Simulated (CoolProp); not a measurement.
Vapour-liquid equilibrium of m-xylene (1) + o-xylene (2) at 157.75 °C; x and y are mole fractions of (1).

Computed with CoolProp (multi-fluid Helmholtz-energy mixture model, Zhou 2012 and Zhou 2012; pair parameters Bell 2016).

```csv
x,bubble pressure (MPa),y at the bubble point,dew pressure at overall composition x (MPa),liquid density (mol/L)
0.05,0.1435,0.056,0.1434,7.115
0.2,0.1465,0.221,0.1461,7.086
0.35,0.1496,0.380,0.1490,7.058
0.5,0.1528,0.533,0.1521,7.029
0.65,0.1561,0.679,0.1554,7.001
0.8,0.1592,0.819,0.1588,6.972
0.95,0.1622,0.955,0.1621,6.945
```

No azeotrope shows between x = 0.05 and 0.95.

Pair parameters are fitted to limited data, so mixtures are less certain than the pure fluids.
